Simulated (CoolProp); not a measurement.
A single-stage vapour-compression cycle with R124: evaporating at 218.15 K (dew point), condensing at 275.15 K (bubble point), superheat 8 K, subcooling 2 K, compressor efficiency 0.6, no pressure losses. Each further row changes one setting.

The numbers come from the reference Helmholtz-energy equation of state, de Vries 1995 in CoolProp.

```tsv
case	cooling COP	pressure ratio	discharge temperature (K)	refrigerating effect (kJ/kg)	volumetric capacity (kJ/m³)
as stated	1.85	16.2	331.5	132	105
evaporating temperature 223.15 K	___	11.9	325.4	135	144
condensing temperature 270.15 K	2.08	13.4	___	138	109
subcooling 7 K	___	16.2	331.5	138	109
superheat 18 K	1.86	16.2	343.4	___	105
compressor efficiency 0.5	1.54	16.2	___	132	105
```

Question: What belongs in the gaps?

Answer: 
- evaporating temperature 223.15 K, cooling COP: 2.12
- condensing temperature 270.15 K, discharge temperature (K): 324.2
- subcooling 7 K, cooling COP: 1.92
- superheat 18 K, refrigerating effect (kJ/kg): 139
- compressor efficiency 0.5, discharge temperature (K): 349.4
